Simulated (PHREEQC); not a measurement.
A solution holds 0.23 mol/kgw ZnSO4, 0.086 mol/kgw ZnCl2 and 0.0055 mol/kgw HCl, at 25 °C. Closed to the air; pH follows from the charge balance.

The numbers come from PHREEQC with the ion-association model, phreeqc.dat.

### Question
The ionic strength comes out as 0.651 mol/kgw. What activity coefficients do ZnCl3-, Zn(SO4)2-2, HSO4-, ZnCl4-2, H+ get?

### Answer
ZnCl3- 0.63, Zn(SO4)2-2 0.31, HSO4- 0.74, ZnCl4-2 0.20, H+ 0.76.

This is a speciation only: nothing precipitates in the calculation. Complexes and solids missing from the database can't appear.
